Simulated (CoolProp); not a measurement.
Vapour-liquid equilibrium of chloromethane (R40) (1) + isobutene (2) at 9.04 bar; x and y are mole fractions of (1).

Values from CoolProp's multi-fluid Helmholtz-energy mixture model, Thol 2014 and Lemmon 2005; pair parameters Bell 2016.

Q: Give the bubble temperature and the first vapour's composition at x = 0.2, 0.275, 0.725. Is there an azeotrope?

A: x = 0.2: 58.2 °C, y = 0.307; x = 0.275: 55.8 °C, y = 0.397; x = 0.725: 45.7 °C, y = 0.802. No azeotrope shows between x = 0.05 and 0.95.

The pair parameters rest on a limited set of measurements; away from them the model extrapolates.
